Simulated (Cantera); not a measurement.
An isothermal, constant-pressure homogeneous reactor starts with 92.8 % N2O, 7.24 % H2O, at 1200 K and 0.132 atm.

Detailed kinetics in Cantera: GRI-Mech 3.0 (53 species, 325 reactions). GRI-Mech 3.0 was tuned for natural gas; its chemistry of N2O as a main component is partial and can be far from experiment. The mechanism lacks the step 2 NO + O2 → 2 NO2, which can matter for NO2 below about 1400 K. The temperature is held fixed by assumption; the heat of reaction is taken as removed at once.

x: mole fraction; the columns are a selection and need not sum to one.

```csv
t (s),x N2O,x H2O,x H2O2,x OH,x NO
0.000700,0.928,0.0724,3.97e-10,4.25e-6,6.56e-6
0.00188,0.927,0.0723,1.40e-8,9.36e-6,1.83e-5
0.00506,0.927,0.0723,1.52e-7,1.37e-5,4.80e-5
0.0136,0.926,0.0723,1.57e-7,1.61e-5,0.000119
0.0366,0.922,0.0722,9.65e-8,1.86e-5,0.000289
0.0984,0.913,0.0720,[?],[?],[?]
0.265,0.888,0.0714,2.99e-8,2.39e-5,0.00198
0.711,0.828,0.0699,1.59e-8,2.68e-5,0.00532
1.91,[?],0.0665,[?],2.84e-5,[?]
5.14,0.447,0.0605,9.35e-9,2.77e-5,0.0265
13.8,0.167,0.0535,7.29e-9,2.46e-5,0.0412
37.2,0.0222,0.0500,3.33e-9,1.59e-5,0.0472
100,0.000536,0.0494,3.43e-10,4.67e-6,0.0471
```

Problem. What belongs in the gaps?

Solution. 
- 0.0984, x H2O2: 5.74e-8
- 0.0984, x OH: 2.11e-5
- 0.0984, x NO: 0.000732
- 1.91, x N2O: 0.691
- 1.91, x H2O2: 1.12e-8
- 1.91, x NO: 0.0130
